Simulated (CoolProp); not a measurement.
Propylene along the isobar 2.43 bar: fugacity coefficient from the reference equation and from simpler models built on Tc = 91.1 °C, pc = 45.55 bar, ω = 0.146; each cubic takes its own stable root.

The numbers come from the reference Helmholtz-energy equation of state, Lemmon 2013 in CoolProp.

| T (°C) | phase | reference | van der Waals | Redlich-Kwong | Peng-Robinson |
|---|---|---|---|---|---|
| -158.85 | liquid | 6.048e-6 | 0.009981 | 3.259e-6 | 9.196e-6 |
| -142.75 | liquid | 0.0001189 | 0.03694 | 9.846e-5 | 0.0001543 |
| -126.65 | liquid | 0.001127 | 0.1021 | 0.001180 | 0.001325 |
| -110.55 | liquid | 0.006472 | 0.2298 | 0.007674 | 0.007140 |
| -94.45 | liquid | 0.02594 | 0.4451 | 0.03267 | 0.02750 |
| -78.35 | liquid | 0.07976 | 0.7697 | 0.1027 | 0.08248 |
| -62.25 | liquid | 0.2005 | 0.9444 | 0.2580 | 0.2043 |
| -46.15 | liquid | 0.4315 | 0.9528 | 0.5470 | 0.4356 |
| -30.05 | liquid | 0.8208 | 0.9595 | 0.9445 | 0.8243 |
| -13.95 | gas | 0.9469 | 0.9650 | 0.9533 | 0.9486 |
| 2.15 | gas | 0.9562 | 0.9695 | 0.9603 | 0.9562 |
| 18.25 | gas | 0.9634 | 0.9732 | 0.9661 | 0.9624 |
| 34.25 | gas | 0.9691 | 0.9763 | 0.9707 | 0.9675 |
| 50.35 | gas | 0.9736 | 0.9790 | 0.9746 | 0.9718 |
| 66.45 | gas | 0.9773 | 0.9813 | 0.9779 | 0.9754 |
| 82.55 | gas | 0.9803 | 0.9833 | 0.9806 | 0.9784 |

At some of these states van der Waals, Redlich-Kwong gives the other phase, because its saturation line lies elsewhere.
